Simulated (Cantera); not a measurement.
What does this Cantera script print?

```python
import numpy as np
import cantera as ct

gas_names = """
    CL CL2 H HCL H2 N NH NH2 NH3 N2 N2H2 N2H4 Si SiCL SiCL2 SiCL3 SiCL4 SiH SiHCL3 SiH2 SiH2CL2 SiH3
    SiH3CL SiH4 SiN Si2 Si2N Si3
""".split()
cond_names = """
    NH4CL(a) NH4CL(b) Si(cr) Si(L) Si3N4(a)
""".split()


# ... load() reads the species with a 1 bar reference pressure and builds the phases ...
atoms = {
    'SiH2Cl2': {'Si': 1, 'H': 2, 'CL': 2},
    'N2': {'N': 2},
}
top_T = {'Si3N4(a)': 2400}  # K; cautious upper limits of use, not melting points


# ... equilibrate(T, P, feed) seeds the gas with the atoms and calls Mixture.equilibrate('TP', solver="vcs", rtol=1e-11, max_steps=5000) ...
results = []
T = 723.15  # K
P = 10000  # Pa
for m in [0.7, 1, 1.5, 2.3, 3.4, 5.1, 7.5, 11, 17, 25, 37, 55, 82]:
    feed = {'SiH2Cl2': 1, 'N2': m}  # mol
    mix = equilibrate(T, P, feed)
    results.append((T, P, feed, dict(zip(mix.species_names, mix.species_moles))))

top = {s: max(r[3][s] / sum(r[3][g] for g in gas_names) for r in results) for s in gas_names}
cols = sorted((s for s in top if top[s] > 1e-05), key=lambda s: -top[s])[:6]
seen = [c for c in cond_names if any(r[3].get(c, 0) > 1e-12 for r in results)]
print("log10 of partial pressures in bar; condensed amounts in mol")
print(f"{'n(N2)':>10s}" + "".join(f"{s[:9]:>10s}" for s in cols + seen))
for T, P, feed, n in results:
    ng = sum(n[g] for g in gas_names)
    print(f"{feed['N2']:10.4g}" + "".join(f"{np.log10(max(n[s] / ng * P / 1e5, 1e-99)):10.3f}" for s in cols)
          + "".join(f"{n.get(c, 0):10.4g}" for c in seen))
```

Result:

```
log10 of partial pressures in bar; condensed amounts in mol
     n(N2)        N2        H2       HCL     SiCL4    SiHCL3       NH3  Si3N4(a)
       0.7    -1.856    -1.436    -1.507    -1.737    -5.191    -5.237    0.2164
         1    -1.601    -1.521    -1.527    -1.822    -5.338    -5.236    0.2216
       1.5    -1.416    -1.630    -1.578    -1.931    -5.506    -5.307    0.2267
       2.3    -1.284    -1.763    -1.656    -2.064    -5.694    -5.440    0.2316
       3.4    -1.200    -1.900    -1.745    -2.201    -5.880    -5.605    0.2361
       5.1    -1.138    -2.058    -1.853    -2.359    -6.087    -5.810    0.2408
       7.5    -1.096    -2.219    -1.967    -2.520    -6.296    -6.031    0.2453
        11    -1.067    -2.388    -2.089    -2.689    -6.512    -6.270    0.2498
        17    -1.044    -2.589    -2.236    -2.890    -6.767    -6.561     0.255
        25    -1.030    -2.774    -2.372    -3.075    -7.000    -6.830    0.2596
        37    -1.021    -2.965    -2.514    -3.266    -7.241    -7.113    0.2643
        55    -1.014    -3.163    -2.661    -3.464    -7.489    -7.406    0.2689
        82    -1.010    -3.366    -2.813    -3.667    -7.743    -7.708    0.2735
```

These are equilibrium values from Cantera (NASA tables, ideal gas, pure condensed phases), not measurements of a reactor. N2 is the only nitrogen source here; it is nearly inert below about 1500 K, so the nitride shown seldom forms there in practice.
